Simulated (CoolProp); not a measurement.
Properties of ethylene along the isobar 5.62 MPa.

The numbers come from the reference Helmholtz-energy equation of state, Smukala 2000 in CoolProp.

```csv
T (°C),phase,density (kg/m³),cv (kJ/(kg K)),Joule-Thomson coefficient (K/MPa)
-162.25,liquid,648.7,…,-0.5007
-156.15,liquid,641.0,1.570,-0.4974
-150.15,liquid,633.5,1.544,-0.4943
-144.05,liquid,…,1.517,-0.4907
-138.05,liquid,618.2,1.491,-0.4865
-131.95,liquid,…,…,-0.4812
-125.95,liquid,602.6,1.444,-0.4748
-119.85,liquid,594.6,…,-0.4668
-113.75,liquid,586.5,1.403,-0.4571
-107.75,liquid,578.5,1.386,-0.4456
-101.65,liquid,570.2,1.371,…
-95.65,liquid,561.9,1.357,-0.4156
```

Complete the blanks.


- -162.25, cv (kJ/(kg K)): 1.596
- -144.05, density (kg/m³): 625.8
- -131.95, density (kg/m³): 610.4
- -131.95, cv (kJ/(kg K)): 1.466
- -119.85, cv (kJ/(kg K)): 1.422
- -101.65, Joule-Thomson coefficient (K/MPa): -0.4317
